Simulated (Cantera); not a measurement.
Standard-state values (1 bar) from the NASA 1993 polynomials, evaluated with Cantera. Values are per mole of reaction as written; species without (g) are pure solids or liquids, kept so even where they would boil at 1 bar.

2 TaO2(g) + OH(g) ⇌ H(g) + Ta2O5

```json
[
 {"T (K)": "1425", "ΔH° (kJ)": "(withheld)", "ΔS° (J/K)": "(withheld)", "ΔG° (kJ)": "(withheld)", "log10 K": "(withheld)"},
 {"T (K)": "1525", "ΔH° (kJ)": "-1395.8", "ΔS° (J/K)": "-399.7", "ΔG° (kJ)": "-786.3", "log10 K": "26.93"},
 {"T (K)": "1625", "ΔH° (kJ)": "(withheld)", "ΔS° (J/K)": "(withheld)", "ΔG° (kJ)": "(withheld)", "log10 K": "(withheld)"},
 {"T (K)": "1725", "ΔH° (kJ)": "-1382.4", "ΔS° (J/K)": "-391.5", "ΔG° (kJ)": "-707.2", "log10 K": "21.41"},
 {"T (K)": "1825", "ΔH° (kJ)": "(withheld)", "ΔS° (J/K)": "(withheld)", "ΔG° (kJ)": "(withheld)", "log10 K": "(withheld)"},
 {"T (K)": "1925", "ΔH° (kJ)": "-1368.8", "ΔS° (J/K)": "-384.0", "ΔG° (kJ)": "-629.6", "log10 K": "17.08"},
 {"T (K)": "2025", "ΔH° (kJ)": "-1362.0", "ΔS° (J/K)": "-380.5", "ΔG° (kJ)": "-591.4", "log10 K": "15.25"}
]
```

Q: Some entries are withheld; supply them.

A: 
- 1425, ΔH° (kJ): -1402.4
- 1425, ΔS° (J/K): -404.2
- 1425, ΔG° (kJ): -826.4
- 1425, log10 K: 30.29
- 1625, ΔH° (kJ): -1389.1
- 1625, ΔS° (J/K): -395.5
- 1625, ΔG° (kJ): -746.5
- 1625, log10 K: 24.00
- 1825, ΔH° (kJ): -1375.6
- 1825, ΔS° (J/K): -387.6
- 1825, ΔG° (kJ): -668.2
- 1825, log10 K: 19.12
